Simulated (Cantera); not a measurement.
An isothermal, constant-pressure homogeneous reactor starts with 76.3 % CH4, 23.7 % H2O, at 1300 K and 18.0 bar.

Computed with Cantera and GRI-Mech 3.0 (53 species, 325 reactions). GRI-Mech 3.0 stops at C3 and has no aromatics, soot or wall deposition, so with more carbon than oxygen in the feed, carbon stays in small species such as C2H2 where larger ones or solid carbon would form. The pressure lies above the range GRI-Mech 3.0 was tuned for (to about 10 atm).

x: mole fraction; the columns are a selection and need not sum to one.

```
t (s)     x CH4  x H2O  x H2O2    x O2     x CH2       x H    x C2H6
--------  -----  -----  ------  ------  --------  --------  --------
7.00e-5   0.763  0.237  <1e-12  <1e-12    <1e-12  1.33e-10   1.87e-7
0.000146  0.763  0.237  <1e-12  <1e-12    <1e-12  1.36e-10   1.07e-6
0.000303  0.763  0.237  <1e-12  <1e-12    <1e-12  1.38e-10   3.81e-6
0.000631  0.763  0.237  <1e-12  <1e-12    <1e-12  1.40e-10   9.80e-6
0.00131   0.763  0.237  <1e-12  <1e-12    <1e-12  1.45e-10   2.22e-5
0.00273   0.763  0.237  <1e-12  <1e-12    <1e-12  1.55e-10   4.76e-5
0.00569   0.763  0.237  <1e-12  <1e-12    <1e-12  1.78e-10   9.85e-5
0.0118    0.763  0.237  <1e-12  <1e-12    <1e-12  2.31e-10  0.000196
0.0246    0.762  0.237  <1e-12  <1e-12    <1e-12  3.60e-10  0.000365
0.0512    0.761  0.237  <1e-12  <1e-12    <1e-12  6.88e-10  0.000589
0.107     0.758  0.236  <1e-12  <1e-12  1.04e-12         ?  0.000750
0.222     0.752  0.236  <1e-12  <1e-12  1.12e-12         ?  0.000772
0.462     0.738  0.234  <1e-12  <1e-12  1.41e-12         ?  0.000770
0.961     0.712  0.232  <1e-12  <1e-12  2.18e-12         ?  0.000928
2.00      0.665  0.227  <1e-12  <1e-12  3.60e-12         ?   0.00194
```

Q: Complete the blanks.

A: 
- 0.107, x H: 1.47e-9
- 0.222, x H: 3.19e-9
- 0.462, x H: 6.93e-9
- 0.961, x H: 1.54e-8
- 2.00, x H: 3.86e-8
